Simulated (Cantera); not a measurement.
Feed: 1 mol BCl3, 0.25 mol H2O, 12 mol H2, at 1700 K and 2.18 Torr.

Cantera equilibrium calculation (NASA polynomials, part measured and part estimated; ideal gas, pure solids and liquids). Candidate condensed phases: B, B2O3, B3O3H3, H2O; 33 gas species. The tables' values for BCl, BOCl, BCl2, BH2 are old estimates; treat these amounts as uncertain. Gases not in the tables: BHCl2. Equilibrium is a limit: real reactors are often held back by kinetics, nucleation or transport.

Base state: H2 0.771, HCl 0.199, HBO 0.0119, BCl 0.00852, BOCl 0.00347, H 0.00240, B2O2 0.000856, BCl2 0.000757 (mole fractions); condensed: B(s).

Question: What changes in the equilibrium state with this change: pressure from 2.18 Torr to 750 Torr?

Answer: 
| species | before | after |
|---|---|---|
| H2 | 0.771 | 0.791 |
| HCl | 0.199 | 0.183 |
| HBO | 0.0119 | 0.0105 |
| BCl3 | 0.000705 | 0.00976 |
| B3O3H3 | 6.89e-9 | 0.000551 |
| B3O3Cl3 | 7.59e-9 | 0.000436 |
| B(s), mol | 0.610 | 0.605 |
The tables' values for BOCl, BCl2, BCl, BH2 are old estimates; treat these amounts as uncertain.

Question: What changes in the equilibrium state with this change: H2 from 12 to 6 mol?

Answer: 
```tsv
species	before	after
H2	0.771	0.612
HCl	0.199	0.332
HBO	0.0119	0.0163
BCl	0.00852	0.0160
BCl3	0.000705	0.00464
B2O3	7.73e-6	2.77e-5
BCl2	0.000757	0.00266
B(s), mol	0.610	0.566
```
